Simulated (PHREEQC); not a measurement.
1.2 g of hydrous ferric oxide (600 m²/g; 0.2 weak and 0.005 strong sites per Fe, Dzombak-Morel constants, diffuse double layer) in 1 kg of water with 0.1 mol/kgw of an inert sodium salt and 0.0013 mol/kgw PbCl2, at 25 °C; the pH is set by adding NaOH or the inert anion's acid. Oxygen is held at 0.21 atm. The system is closed to CO2. Nothing may precipitate in this run.

Base run: PHREEQC, ion-association model, wateq4f.dat. Each further column changes one thing. The table gives surface potential ψ (mV).

| pH | base | background salt from 0.1 to 0.01 mol/kgw | oxide from 1.2 to 6 g/kgw |
|---|---|---|---|
| 3 | 151 | 196 | 150 |
| 4 | 146 | 180 | 145 |
| 4.5 | 138 | 167 | 138 |
| 5.5 | 122 | 150 | (withheld) |
| 6.5 | 107 | 134 | 79 |
| 7.5 | 81 | 101 | 38 |
| 8 | 64 | 81 | (withheld) |
| 9 | 28 | 38 | (withheld) |

**Question.** What belongs in the gaps?

**Answer.** 
- 5.5, oxide from 1.2 to 6 g/kgw: 113
- 8, oxide from 1.2 to 6 g/kgw: 14
- 9, oxide from 1.2 to 6 g/kgw: -33

The oxide is taken as insoluble; below pH 4 it would dissolve.
